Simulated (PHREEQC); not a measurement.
Make-up at 17 °C: 0.0095 mol/kgw KOH, 0.22 mol/kgw KNO3 and 0.001 mol/kgw H3BO3. Closed to the air; pH follows from the charge balance.

The numbers come from PHREEQC with the ion-association model, phreeqc.dat.

Each row changes one thing in this solution. This is a speciation only: nothing precipitates in the calculation.

```json
[
 {"case": "as made", "pH": "12.05", "H3BO3 (mol/kgw)": "1.28e-6"},
 {"case": "temperature from 17 to 85 °C", "pH": "10.25", "H3BO3 (mol/kgw)": "[?]"},
 {"case": "0.27 mol/kgw KCl added", "pH": "12.01", "H3BO3 (mol/kgw)": "1.29e-6"},
 {"case": "KOH from 0.0095 to 0.095 mol/kgw", "pH": "13.08", "H3BO3 (mol/kgw)": "[?]"},
 {"case": "diluted 10-fold with water", "pH": "[?]", "H3BO3 (mol/kgw)": "1.26e-6"},
 {"case": "H3BO3 from 0.001 to 0.0011 mol/kgw", "pH": "12.04", "H3BO3 (mol/kgw)": "1.42e-6"},
 {"case": "temperature from 17 to 25 °C", "pH": "11.77", "H3BO3 (mol/kgw)": "2.07e-6"}
]
```

Q: What belongs in the gaps?

A: 
- temperature from 17 to 85 °C, H3BO3 (mol/kgw): 2.57e-5
- KOH from 0.0095 to 0.095 mol/kgw, H3BO3 (mol/kgw): 1.16e-7
- diluted 10-fold with water, pH: 11.14

Constants without temperature data keep their 25 °C values here.
